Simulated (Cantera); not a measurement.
Input: 1 mol CaCl₂, 0.73 mol HCl, 12 mol H₂, held at 1725 K and 7.50 Torr.

Method: chemical equilibrium by Gibbs-energy minimisation in Cantera with the NASA 1993 tables (ideal gas, pure condensed phases). Candidate condensed phases: Ca, CaCl₂; 9 gas species. The numbers say what is thermodynamically allowed, not how fast it happens.

Base state: H₂ 0.872, CaCl₂ 0.0726, HCl 0.0532, H 0.00173, CaCl 0.000145, Cl 8.19e-5 (mole fractions); condensed: gas only.

Problem. What changes in the equilibrium state with this change: temperature from 1725 K to 873 K?

Solution. 
```csv
species,before,after
H₂,0.872,0.943
HCl,0.0532,0.0573
CaCl₂,0.0726,9.13e-9
H,0.00173,<1e-9
CaCl,0.000145,<1e-9
Cl,8.19e-5,<1e-9
"CaCl₂(s), mol",0,1.00
```
